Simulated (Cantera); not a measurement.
Cantera run, input and output.

```python
import numpy as np
import cantera as ct

gas = ct.Solution("SiF4_NH3_mec.yaml", "gas")
gas.TPX = 2175, 13332, {'NH3': 1, 'H2': 15}
reactor = ct.IdealGasConstPressureReactor(gas, energy="off", clone=False)
net = ct.ReactorNet([reactor])
net.rtol, net.atol = 1e-08, 1e-18
show = ['NH3', 'H2', 'N2', 'N2H2', 'N2H4']
times = np.geomspace(0.0004, 30, 12)

steps = ct.SolutionArray(gas, extra=["t"])
rows = []
print(f"{'t/s':>10s}{'T/K':>9s}{'P/Pa':>11s}" + "".join(f"{s:>11s}" for s in show))
for t in times:
    while net.time < t:
        t_next = net.step()
        steps.append(gas.state, t=t_next)
    rows.append([np.interp(t, steps.t, y) for y in (steps.T, steps.P, *steps(*show).X.T)])
    print(f"{t:10.3e}{rows[-1][0]:9.1f}{rows[-1][1]:11.4g}" + "".join(f"{x:11.3e}" for x in rows[-1][2:]))
rate = np.gradient(steps.T, steps.t)
print("integrator steps:", len(steps.t))
if steps.T.max() > steps.T[0] + 200:
    print(f"time of steepest temperature rise: {steps.t[rate.argmax()]:.4e} s")
gas.TPX = 2175, 13332, {'NH3': 1, 'H2': 15}
gas.equilibrate("TP")
print(f"equilibrium (TP): T = {gas.T:.1f} K  " + "  ".join(f"{s} {gas[s].X[0]:.3e}" for s in show))
```

Output:

```
       t/s      T/K       P/Pa        NH3         H2         N2       N2H2       N2H4
 4.000e-04   2175.0  1.333e+04  6.240e-02  9.371e-01  4.804e-07  7.185e-09  1.070e-10
 1.110e-03   2175.0  1.333e+04  6.220e-02  9.365e-01  2.090e-05  9.046e-08  7.571e-10
 3.079e-03   2175.0  1.333e+04  6.082e-02  9.362e-01  5.531e-04  5.083e-07  2.681e-09
 8.543e-03   2175.0  1.333e+04  5.498e-02  9.391e-01  3.295e-03  5.463e-07  2.680e-09
 2.370e-02   2175.0  1.333e+04  4.122e-02  9.461e-01  9.804e-03  4.052e-07  1.848e-09
 6.577e-02   2175.0  1.333e+04  1.773e-02  9.577e-01  2.091e-02  1.747e-07  6.341e-10
 1.825e-01   2175.0  1.333e+04  7.523e-04  9.607e-01  2.890e-02  5.110e-09  8.899e-12
 5.063e-01   2175.0  1.333e+04  3.002e-05  9.576e-01  2.920e-02  1.867e-11  2.662e-14
 1.405e+00   2175.0  1.333e+04  7.447e-06  9.576e-01  2.921e-02  1.178e-12  1.640e-15
 3.897e+00   2175.0  1.333e+04  2.425e-06  9.576e-01  2.922e-02  1.504e-13  1.740e-16
 1.081e+01   2175.0  1.333e+04  8.805e-07  9.576e-01  2.922e-02  4.454e-14  2.298e-17
 3.000e+01   2175.0  1.333e+04  4.100e-07  9.576e-01  2.922e-02  3.196e-14  5.019e-18
integrator steps: 1447
equilibrium (TP): T = 2175.0 K  NH3 3.284e-07  H2 9.576e-01  N2 2.922e-02  N2H2 3.071e-14  N2H4 3.235e-18
```

Computed with Cantera and the gas-phase N/H chemistry of the illustrative SiF4/NH3 mechanism in the Surface Chemkin manual (1991). Walls and surfaces, which speed up NH3 decomposition in real reactors, are not modelled.
